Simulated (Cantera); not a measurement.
Input (Python, Cantera) and output of one run.

```python
import numpy as np
import cantera as ct

gas_names = """
    C CH CH2 CH3 CH2OH CH3O CH4 CH3OH CO CO2 COOH C2 C2H CHCO,ketyl C2H2,acetylene C2H2,vinylidene
    CH2CO,ketene C2H3,vinyl CH3CO,acetyl C2H4 C2H4O,ethylen CH3CHO,ethanal CH3COOH (HCOOH)2 C2H5 C2H6
    CH3OCH3 C2H5OH C2O C3 C3H3,propargyl C3H4,allene C3H4,propyne C3H4,cyclo- C3H5,allyl C3H6,propylene
    C3H6,cyclo- C3H6O C3H7,n-propyl C3H7,i-propyl C3H8 C3H8O,1propanol C3H8O,2propanol C3O2 C4 C4H2
    C4H4,1,3-cyclo- C4H6,butadiene C4H6,2-butyne C4H6,cyclo- C4H8,1-butene C4H8,cis2-buten
    C4H8,tr2-butene C4H8,isobutene C4H8,cyclo- (CH3COOH)2 C4H9,n-butyl C4H9,i-butyl C4H9,s-butyl
    C4H9,t-butyl C4H10,isobutane C4H10,n-butane C5 C5H6,1,3cyclo- C5H8,cyclo- C5H10,1-pentene
    C5H10,cyclo- C5H11,pentyl C5H11,t-pentyl C5H12,n-pentane C5H12,i-pentane CH3C(CH3)2CH3 C6H2
    C6H5,phenyl C6H5O,phenoxy C6H6 C6H5OH,phenol C6H10,cyclo- C6H12,1-hexene C6H12,cyclo- C6H13,n-hexyl
    C7H7,benzyl C7H8 C7H8O,cresol C7H14,1-heptene C7H15,n-heptyl C7H16,n-heptane C8H8,styrene
    C8H10,ethylbenz C8H16,1-octene C8H17,n-octyl C8H18,isooctane C8H18,n-octane C9H19,n-nonyl
    C10H8,naphthale C10H21,n-decyl C12H9,o-bipheny C12H10,bipheny H HCO HO2 H2 HCHO,formaldehy HCOOH H2O
    H2O2 O OH O2 O3 Ti TiO TiO2
""".split()
cond_names = """
    C(gr) C6H6(L) C7H8(L) C8H18(L),n-octa H2O(s) H2O(L) Ti(a) Ti(b) Ti(L) TiC(s) TiC(L) TiO(a) TiO(b)
    TiO(L) TiO2(ru) TiO2(L) Ti2O3(a) Ti2O3(b) Ti2O3(L) Ti3O5(a) Ti3O5(b) Ti3O5(L) Ti4O7(s) Ti4O7(L)
""".split()


def load(file, names, dense=False):
    # The tables refer to 1 bar. Condensed volumes are neglected.
    table = {s.name: s for s in ct.Species.list_from_file(file)}
    out = []
    for n in names:
        d = dict(table[n].input_data)
        d["thermo"] = dict(d["thermo"], **{"reference-pressure": 1e5})
        if dense:
            d["equation-of-state"] = {"model": "constant-volume", "density": "1e6 g/cm^3"}
        out.append(ct.Species.from_dict(d))
    return out


gas = ct.Solution(thermo="ideal-gas", species=load("nasa_gas.yaml", gas_names))
cond = {s.name: ct.Solution(thermo="fixed-stoichiometry", species=[s], name=s.name)
        for s in load("nasa_condensed.yaml", cond_names, dense=True)}
atoms = {
    'TiO2': {'Ti': 1, 'O': 2},
    'CH4': {'C': 1, 'H': 4},
    'CO': {'C': 1, 'O': 1},
}
top_T = {'C(gr)': 4500}  # K; cautious upper limits of use, not melting points


def equilibrate(T, P, feed):
    n = {}
    for name, mol in feed.items():
        for a, k in atoms[name].items():
            n[a] = n.get(a, 0.0) + k * mol
    gas.TPX = T, P, n
    mass = sum(n.values()) * gas.mean_molecular_weight
    gas.equilibrate("TP")
    valid = [c for c in cond.values() if c.min_temp <= T <= top_T.get(c.name, c.max_temp)]
    mix = ct.Mixture([(gas, mass / gas.mean_molecular_weight)] + [(c, 0.0) for c in valid])
    mix.T, mix.P = T, P
    mix.equilibrate("TP", solver="vcs", rtol=1e-11, max_steps=5000)
    return mix


results = []
feed = {'TiO2': 1, 'CH4': 2.4, 'CO': 0.83}  # mol
for P in [10, 32, 100, 320, 1000, 3200, 10000, 32000, 100000, 320000, 1000000]:
    for T in [1723, 1773, 1823, 1873, 1923, 1973, 2023, 2073, 2123, 2173, 2223, 2273, 2323, 2373]:
        mix = equilibrate(T, P, feed)
        results.append((T, P, feed, dict(zip(mix.species_names, mix.species_moles))))

for T, P, feed, n in results:
    print(f"{T:7g} {P:10.4g}  " + (" + ".join(c for c in cond_names if n.get(c, 0) > 1e-12) or "gas only"))
```

Result:

```
   1723         10  TiC(s) + TiO(b)
   1773         10  TiC(s) + TiO(b)
   1823         10  TiC(s) + TiO(b)
   1873         10  TiC(s) + TiO(b)
   1923         10  TiC(s) + TiO(b)
   1973         10  TiC(s) + TiO(b)
   2023         10  TiC(s) + TiO(L)
   2073         10  TiC(s)
   2123         10  TiC(s)
   2173         10  TiC(s)
   2223         10  TiC(s)
   2273         10  TiC(s)
   2323         10  TiC(s)
   2373         10  TiC(s)
   1723         32  TiC(s) + TiO(b)
   1773         32  TiC(s) + TiO(b)
   1823         32  TiC(s) + TiO(b)
   1873         32  TiC(s) + TiO(b)
   1923         32  TiC(s) + TiO(b)
   1973         32  TiC(s) + TiO(b)
   2023         32  TiC(s) + TiO(L)
   2073         32  TiC(s) + TiO(L)
   2123         32  TiC(s) + TiO(L)
   2173         32  TiC(s)
   2223         32  TiC(s)
   2273         32  TiC(s)
   2323         32  TiC(s)
   2373         32  TiC(s)
   1723        100  TiC(s) + TiO(b)
   1773        100  TiC(s) + TiO(b)
   1823        100  TiC(s) + TiO(b)
   1873        100  TiC(s) + TiO(b)
   1923        100  TiC(s) + TiO(b)
   1973        100  TiC(s) + TiO(b)
   2023        100  TiC(s) + TiO(L)
   2073        100  TiC(s) + TiO(L)
   2123        100  TiC(s) + TiO(L)
   2173        100  TiC(s) + TiO(L)
   2223        100  TiC(s)
   2273        100  TiC(s)
   2323        100  TiC(s)
   2373        100  TiC(s)
   1723        320  TiC(s) + Ti2O3(b)
   1773        320  TiC(s) + TiO(b)
   1823        320  TiC(s) + TiO(b)
   1873        320  TiC(s) + TiO(b)
   1923        320  TiC(s) + TiO(b)
   1973        320  TiC(s) + TiO(b)
   2023        320  TiC(s) + TiO(L)
   2073        320  TiC(s) + TiO(L)
   2123        320  TiC(s) + TiO(L)
   2173        320  TiC(s) + TiO(L)
   2223        320  TiC(s) + TiO(L)
   2273        320  TiC(s) + TiO(L)
   2323        320  TiC(s)
   2373        320  TiC(s)
   1723       1000  TiC(s) + Ti2O3(b)
   1773       1000  TiC(s) + Ti2O3(b)
   1823       1000  TiC(s) + TiO(b)
   1873       1000  TiC(s) + TiO(b)
   1923       1000  TiC(s) + TiO(b)
   1973       1000  TiC(s) + TiO(b)
   2023       1000  TiC(s) + TiO(L)
   2073       1000  TiC(s) + TiO(L)
   2123       1000  TiC(s) + TiO(L)
   2173       1000  TiC(s) + TiO(L)
   2223       1000  TiC(s) + TiO(L)
   2273       1000  TiC(s) + TiO(L)
   2323       1000  TiC(s) + TiO(L)
   2373       1000  TiC(s) + TiO(L)
   1723       3200  TiC(s) + Ti2O3(b)
   1773       3200  TiC(s) + Ti2O3(b)
   1823       3200  TiC(s) + Ti2O3(b)
   1873       3200  TiC(s) + Ti2O3(b)
   1923       3200  TiC(s) + TiO(b)
   1973       3200  TiC(s) + TiO(b)
   2023       3200  TiC(s) + TiO(L)
   2073       3200  TiC(s) + TiO(L)
   2123       3200  TiC(s) + TiO(L)
   2173       3200  TiC(s) + TiO(L)
   2223       3200  TiC(s) + TiO(L)
   2273       3200  TiC(s) + TiO(L)
   2323       3200  TiC(s) + TiO(L)
   2373       3200  TiC(s) + TiO(L)
   1723      1e+04  TiC(s) + Ti2O3(b)
   1773      1e+04  TiC(s) + Ti2O3(b)
   1823      1e+04  TiC(s) + Ti2O3(b)
   1873      1e+04  TiC(s) + Ti2O3(b)
   1923      1e+04  TiC(s) + Ti2O3(b)
   1973      1e+04  TiC(s) + Ti2O3(b)
   2023      1e+04  TiC(s) + TiO(L)
   2073      1e+04  TiC(s) + TiO(L)
   2123      1e+04  TiC(s) + TiO(L)
   2173      1e+04  TiC(s) + TiO(L)
   2223      1e+04  TiC(s) + TiO(L)
   2273      1e+04  TiC(s) + TiO(L)
   2323      1e+04  TiC(s) + TiO(L)
   2373      1e+04  TiC(s) + TiO(L)
   1723    3.2e+04  TiC(s) + Ti2O3(b)
   1773    3.2e+04  TiC(s) + Ti2O3(b)
   1823    3.2e+04  TiC(s) + Ti2O3(b)
   1873    3.2e+04  TiC(s) + Ti2O3(b)
   1923    3.2e+04  TiC(s) + Ti2O3(b)
   1973    3.2e+04  TiC(s) + Ti2O3(b)
   2023    3.2e+04  TiC(s) + Ti2O3(b)
   2073    3.2e+04  TiC(s) + TiO(L)
   2123    3.2e+04  TiC(s) + TiO(L)
   2173    3.2e+04  TiC(s) + TiO(L)
   2223    3.2e+04  TiC(s) + TiO(L)
   2273    3.2e+04  TiC(s) + TiO(L)
   2323    3.2e+04  TiC(s) + TiO(L)
   2373    3.2e+04  TiC(s) + TiO(L)
   1723      1e+05  TiC(s) + Ti2O3(b)
   1773      1e+05  TiC(s) + Ti2O3(b)
   1823      1e+05  TiC(s) + Ti2O3(b)
   1873      1e+05  TiC(s) + Ti2O3(b)
   1923      1e+05  TiC(s) + Ti2O3(b)
   1973      1e+05  TiC(s) + Ti2O3(b)
   2023      1e+05  TiC(s) + Ti2O3(b)
   2073      1e+05  TiC(s) + Ti2O3(b)
   2123      1e+05  TiC(s) + Ti2O3(L)
   2173      1e+05  TiC(s) + TiO(L)
   2223      1e+05  TiC(s) + TiO(L)
   2273      1e+05  TiC(s) + TiO(L)
   2323      1e+05  TiC(s) + TiO(L)
   2373      1e+05  TiC(s) + TiO(L)
   1723    3.2e+05  TiC(s) + Ti2O3(b)
   1773    3.2e+05  TiC(s) + Ti2O3(b)
   1823    3.2e+05  TiC(s) + Ti2O3(b)
   1873    3.2e+05  TiC(s) + Ti2O3(b)
   1923    3.2e+05  TiC(s) + Ti2O3(b)
   1973    3.2e+05  TiC(s) + Ti2O3(b)
   2023    3.2e+05  TiC(s) + Ti2O3(b)
   2073    3.2e+05  TiC(s) + Ti2O3(b)
   2123    3.2e+05  TiC(s) + Ti2O3(L)
   2173    3.2e+05  TiC(s) + Ti2O3(L)
   2223    3.2e+05  TiC(s) + Ti2O3(L)
   2273    3.2e+05  TiC(s) + TiO(L)
   2323    3.2e+05  TiC(s) + TiO(L)
   2373    3.2e+05  TiC(s) + TiO(L)
   1723      1e+06  TiC(s) + Ti3O5(b)
   1773      1e+06  TiC(s) + Ti3O5(b)
   1823      1e+06  TiC(s) + Ti2O3(b)
   1873      1e+06  TiC(s) + Ti2O3(b)
   1923      1e+06  TiC(s) + Ti2O3(b)
   1973      1e+06  TiC(s) + Ti2O3(b)
   2023      1e+06  TiC(s) + Ti2O3(b)
   2073      1e+06  TiC(s) + Ti2O3(b)
   2123      1e+06  TiC(s) + Ti2O3(L)
   2173      1e+06  TiC(s) + Ti2O3(L)
   2223      1e+06  TiC(s) + Ti2O3(L)
   2273      1e+06  TiC(s) + Ti2O3(L)
   2323      1e+06  TiC(s) + Ti2O3(L)
   2373      1e+06  TiC(s) + TiO(L)
```

These are equilibrium values from Cantera (NASA tables, ideal gas, pure condensed phases), not measurements of a reactor. Mutual solubility and eutectic melting of coexisting phases are not modelled. TiC, TiO: taken at fixed stoichiometry. Condensed phases not in the tables: solid solutions among these carbides, nitrides and lower oxides.
